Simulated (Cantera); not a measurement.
Input: 1 mol Fe₂O₃, 0.19 mol H₂S, 32 mol N₂, at 13.3 mbar.

Method: chemical equilibrium by Gibbs-energy minimisation in Cantera with the NASA 1993 tables (ideal gas, pure condensed phases). Candidate condensed phases: Fe, FeO, Fe(OH)₂, Fe(OH)₃, FeS, FeSO₄, FeS₂, Fe₂O₃, Fe₂(SO₄)₃, Fe₃O₄, H₂O, H₂SO₄, S; 38 gas species. Mutual solubility and eutectic melting of coexisting phases are not modelled. The tables' stoichiometric FeO is somewhat more stable than real wüstite, so its field is too wide. FeO, FeS: taken at fixed stoichiometry. Gases not in the tables: S₃ to S₇. Kinetics and transport are ignored.

Problem. Which condensed phases are stable at each of these points (T (K)): 725, 800, 875, 950, 1025, 1100, 1175, 1250, 1325?

Solution. 
| T (K) | condensed phases | Fe condensed (%) |
|---|---|---|
| 725 | FeS₂(s) + Fe₃O₄(s) | 100.0 |
| 800 | FeS(s) + Fe₃O₄(s) | 100.0 |
| 875 | FeS(s) + Fe₃O₄(s) | 100.0 |
| 950 | FeS(s) + Fe₃O₄(s) | 100.0 |
| 1025 | FeS(s) + Fe₃O₄(s) | 100.0 |
| 1100 | FeO(s) + FeS(s) + Fe₃O₄(s) | 100.0 |
| 1175 | FeO(s) + Fe₃O₄(s) | 100.0 |
| 1250 | FeO(s) + Fe₃O₄(s) | 100.0 |
| 1325 | FeO(s) + Fe₃O₄(s) | 100.0 |

At 725 K the condensed part is FeS₂(s) + Fe₃O₄(s). From 800 K to 1025 K the condensed part is FeS(s) + Fe₃O₄(s). At 1100 K the condensed part is FeO(s) + FeS(s) + Fe₃O₄(s). From 1175 K to 1325 K the condensed part is FeO(s) + Fe₃O₄(s).
